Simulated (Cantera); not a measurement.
Equilibrium for silicon etching in halogen gases: Si + NF3

Feed: 1 mol Si, 2.5 mol NF3, equilibrated at 1200 K and 0.620 bar.

Cantera equilibrium calculation (NASA polynomials, part measured and part estimated; ideal gas, pure solids and liquids). Candidate condensed phases: Si, Si3N4; 16 gas species. The numbers say what is thermodynamically allowed, not how fast it happens.

```json
{
  "x(F)": "0.305",
  "x(N2)": "0.265",
  "x(F2)": "0.217",
  "x(SiF4)": "0.212",
  "x(NF3)": "0.00101",
  "x(NF2)": "7.22e-6",
  "gas_amount": "4.713 mol",
  "log10 activity of Si(s) (absent)": "-61.93"
}
```
